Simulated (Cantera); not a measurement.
Feed: 1 mol Si3N4, 0.61 mol O2, 380 mol H2, at 8.60 mbar.

Equilibrium computed with Cantera from the NASA thermochemical tables; the gas is ideal and each condensed phase is pure. Candidate condensed phases: H2O, Si, SiO2, Si2N2O, Si3N4; 35 gas species. Mutual solubility and eutectic melting of coexisting phases are not modelled. Gases not in the tables: Si2H6 and higher silanes. Equilibrium is a limit: real reactors are often held back by kinetics, nucleation or transport.

### Question
What share of the Si ends up in condensed phases as a function of T (K), at 1498, 1573, 1648, 1723, 1798, 1873, 1948, 2023?

### Answer
| T (K) | Si condensed (%) | as |
|---|---|---|
| 1498 | 97.1 | Si(s) + Si2N2O(s) |
| 1573 | 67.1 | Si(s) + Si2N2O(s) |
| 1648 | 58.8 | Si(s) |
| 1723 | 57.4 | Si(l) |
| 1798 | 53.8 | Si(l) |
| 1873 | 44.0 | Si(l) |
| 1948 | 20.0 | Si(l) |
| 2023 | 0.0 | - |
